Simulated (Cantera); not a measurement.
Input: 1 mol c-C4F8, 5.3 mol H2, at 2.10 Torr.

These are equilibrium values from Cantera (NASA tables, ideal gas, pure condensed phases), not measurements of a reactor. Candidate condensed phases: C, C6H6, C7H8, C8H18; 95 gas species. The feed counts by its element totals alone. The numbers say what is thermodynamically allowed, not how fast it happens.

**Question.** What share of the C ends up in condensed phases as a function of T (K), at 1948, 2048, 2148, 2248, 2348, 2448, 2548, 2648, 2748?

**Answer.** 
```tsv
T (K)	C condensed (%)	as
1948	100.0	C(graphite)
2048	99.9	C(graphite)
2148	99.9	C(graphite)
2248	99.8	C(graphite)
2348	99.7	C(graphite)
2448	99.5	C(graphite)
2548	99.2	C(graphite)
2648	97.9	C(graphite)
2748	93.4	C(graphite)
```
